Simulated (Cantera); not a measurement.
Cantera run:

```python
import numpy as np
import cantera as ct

gas_names = """
    H HNO HNO2 HNO3 HO2 H2 H2O H2O2 N NH NH2 NH3 NH2OH NO NO2 NO3 N2 N2H2 N2H4 N2O O OH O2 O3 Zr ZrN ZrO
    ZrO2
""".split()
cond_names = """
    H2O(s) H2O(L) Zr(a) Zr(b) Zr(L) ZrN(s) ZrN(L) ZrO2(a) ZrO2(b) ZrO2(L)
""".split()


def load(file, names, dense=False):
    # The tables refer to 1 bar. Condensed volumes are neglected.
    table = {s.name: s for s in ct.Species.list_from_file(file)}
    out = []
    for n in names:
        d = dict(table[n].input_data)
        d["thermo"] = dict(d["thermo"], **{"reference-pressure": 1e5})
        if dense:
            d["equation-of-state"] = {"model": "constant-volume", "density": "1e6 g/cm^3"}
        out.append(ct.Species.from_dict(d))
    return out


gas = ct.Solution(thermo="ideal-gas", species=load("nasa_gas.yaml", gas_names))
cond = {s.name: ct.Solution(thermo="fixed-stoichiometry", species=[s], name=s.name)
        for s in load("nasa_condensed.yaml", cond_names, dense=True)}
atoms = {
    'ZrO2': {'Zr': 1, 'O': 2},
    'H2': {'H': 2},
    'N2': {'N': 2},
}
top_T = {}  # K; cautious upper limits of use, not melting points


def equilibrate(T, P, feed):
    n = {}
    for name, mol in feed.items():
        for a, k in atoms[name].items():
            n[a] = n.get(a, 0.0) + k * mol
    gas.TPX = T, P, n
    mass = sum(n.values()) * gas.mean_molecular_weight
    gas.equilibrate("TP")
    valid = [c for c in cond.values() if c.min_temp <= T <= top_T.get(c.name, c.max_temp)]
    mix = ct.Mixture([(gas, mass / gas.mean_molecular_weight)] + [(c, 0.0) for c in valid])
    mix.T, mix.P = T, P
    mix.equilibrate("TP", solver="vcs", rtol=1e-11, max_steps=5000)
    return mix


results = []
feed = {'ZrO2': 1, 'H2': 68, 'N2': 0.00041}  # mol
P = 1200  # Pa
for T in [1623, 1673, 1723, 1773, 1823, 1873, 1923, 1973, 2023, 2073, 2123, 2173]:
    mix = equilibrate(T, P, feed)
    results.append((T, P, feed, dict(zip(mix.species_names, mix.species_moles))))
    x = sorted(zip(gas.X, gas.species_names), reverse=True)
    print(f"T = {T:g} K  P = {P:g} Pa  gas = {mix.phase_moles(0):.4g} mol")
    print("   x: " + "  ".join(f"{s} {v:.3e}" for v, s in x if v > 1e-05))
    print("   condensed (mol): " + ("  ".join(f"{mix.phase(i).name} {mix.phase_moles(i):.4g}"
          for i in range(1, mix.n_phases) if mix.phase_moles(i) > 1e-12) or "none"))
```

Result:

```
T = 1623 K  P = 1200 Pa  gas = 68.02 mol
   x: H2 9.994e-01  H 6.307e-04
   condensed (mol): ZrN(s) 3.023e-05  ZrO2(b) 1
T = 1673 K  P = 1200 Pa  gas = 68.04 mol
   x: H2 9.990e-01  H 1.039e-03
   condensed (mol): ZrN(s) 3.846e-05  ZrO2(b) 1
T = 1723 K  P = 1200 Pa  gas = 68.06 mol
   x: H2 9.983e-01  H 1.663e-03
   condensed (mol): ZrN(s) 4.821e-05  ZrO2(b) 1
T = 1773 K  P = 1200 Pa  gas = 68.09 mol
   x: H2 9.974e-01  H 2.594e-03
   condensed (mol): ZrN(s) 5.955e-05  ZrO2(b) 0.9999
T = 1823 K  P = 1200 Pa  gas = 68.13 mol
   x: H2 9.960e-01  H 3.947e-03
   condensed (mol): ZrN(s) 7.244e-05  ZrO2(b) 0.9999
T = 1873 K  P = 1200 Pa  gas = 68.2 mol
   x: H2 9.941e-01  H 5.874e-03
   condensed (mol): ZrN(s) 8.633e-05  ZrO2(b) 0.9999
T = 1923 K  P = 1200 Pa  gas = 68.29 mol
   x: H2 9.914e-01  H 8.563e-03
   condensed (mol): ZrN(s) 9.912e-05  ZrO2(b) 0.9999
T = 1973 K  P = 1200 Pa  gas = 68.42 mol
   x: H2 9.877e-01  H 1.224e-02
   condensed (mol): ZrN(s) 0.0001037  ZrO2(b) 0.9999
T = 2023 K  P = 1200 Pa  gas = 68.59 mol
   x: H2 9.828e-01  H 1.719e-02
   condensed (mol): ZrN(s) 7.921e-05  ZrO2(b) 0.9998
T = 2073 K  P = 1200 Pa  gas = 68.82 mol
   x: H2 9.763e-01  H 2.372e-02
   condensed (mol): ZrO2(b) 0.9996
T = 2123 K  P = 1200 Pa  gas = 69.11 mol
   x: H2 9.678e-01  H 3.222e-02  H2O 1.025e-05  ZrO 1.004e-05
   condensed (mol): ZrO2(b) 0.9993
T = 2173 K  P = 1200 Pa  gas = 69.5 mol
   x: H2 9.569e-01  H 4.309e-02  H2O 1.826e-05  ZrO 1.801e-05
   condensed (mol): ZrO2(b) 0.9987
```

Equilibrium computed with Cantera from the NASA thermochemical tables; the gas is ideal and each condensed phase is pure. Mutual solubility and eutectic melting of coexisting phases are not modelled. ZrN: taken at fixed stoichiometry. Condensed phases not in the tables: solid solutions among these carbides, nitrides and lower oxides.
